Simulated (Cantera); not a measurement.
Feed: 1 mol SiH₂Cl₂, 1.6 mol HCl, 9.1 mol H₂, held at 1625 K and 0.320 bar.

Equilibrium computed with Cantera from the NASA thermochemical tables; the gas is ideal and each condensed phase is pure. Candidate condensed phases: Si; 19 gas species. The tables' values for SiCl₃, SiCl are old estimates; treat these amounts as uncertain. Equilibrium is a limit: real reactors are often held back by kinetics, nucleation or transport.

**Question.** What is the equilibrium state?

**Answer.** 
```
Quantity         Value
----------  ----------
x(H₂)            0.801
x(HCl)           0.123
x(SiCl₂)        0.0667
x(SiCl₃)       0.00618
x(SiHCl₃)      0.00135
x(SiCl₄)       0.00133
x(SiH₂Cl₂)    0.000230
x(H)          0.000112
x(Cl)          1.35e-5
n(Si(s))    0.0434 mol
gas amount   12.62 mol
```
